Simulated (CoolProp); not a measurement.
Vapour-liquid equilibrium of R1234yf (1) + R152A (2) at 0.131 bar; x and y are mole fractions of (1).

Model: multi-fluid Helmholtz-energy mixture model, Lemmon 2022 and Outcalt 1996; pair parameters Bell 2023, in CoolProp.

```csv
x,"bubble temperature, mixture model (K)","bubble temperature, Raoult's law (K)","y, mixture model","y, Raoult's law"
0.05,210.2,210.7,0.098,0.069
0.15,209.0,210.1,0.248,0.200
0.25,208.1,209.5,0.361,0.321
0.35,207.5,208.9,0.454,0.434
0.45,207.0,208.4,0.538,0.539
0.55,206.6,207.8,0.618,0.636
0.65,206.3,207.3,0.698,0.727
0.75,206.0,206.8,0.780,0.811
0.85,205.8,206.3,0.865,0.891
0.95,205.7,205.8,0.954,0.965
```

The largest gap from Raoult's law is -1.4 K in bubble temperature, at x = 0.35. No azeotrope shows between x = 0.05 and 0.95.

The pair parameters rest on a limited set of measurements; away from them the model extrapolates.
